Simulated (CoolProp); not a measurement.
Cyclohexane along the isotherm 617.4 K: Z from the reference equation and from simpler models built on Tc = 553.6 K, pc = 40.81 bar, ω = 0.209; each cubic takes its own stable root.

Computed with CoolProp (reference Helmholtz-energy equation of state, Zhou 2014).

```tsv
p (bar)	phase	reference	van der Waals	Soave-Redlich-Kwong
7.65	gas	0.9539	0.9560	0.9549
15.3	gas	0.9051	0.9085	0.9077
23	gas	0.8531	0.8564	0.8578
30.6	gas	0.7983	0.7993	0.8059
38.3	gas	0.7388	0.7334	0.7502
45.9	supercritical	0.6755	0.6565	0.6921
53.6	supercritical	0.6068	0.5624	0.6313
61.2	supercritical	0.5375	0.4783	0.5736
```
